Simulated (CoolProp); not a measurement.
Model: reference Helmholtz-energy equation of state, Thol 2019, in CoolProp.

Question: Give the vapour pressure (MPa), liquid density (kg/m³), enthalpy of vaporisation (kJ/kg), liquid cp (kJ/(kg K)) of saturated tetradecamethylhexasiloxane (MD4M) at 427.6, 470.8 K.

Answer: 
| T (K) | p (MPa) | liquid density (kg/m³) | enthalpy of vaporisation (kJ/kg) | liquid cp (kJ/(kg K)) |
|---|---|---|---|---|
| 427.6 | 0.00442 | 759 | 132 | 1.99 |
| 470.8 | 0.0203 | 712 | 118 | 2.08 |
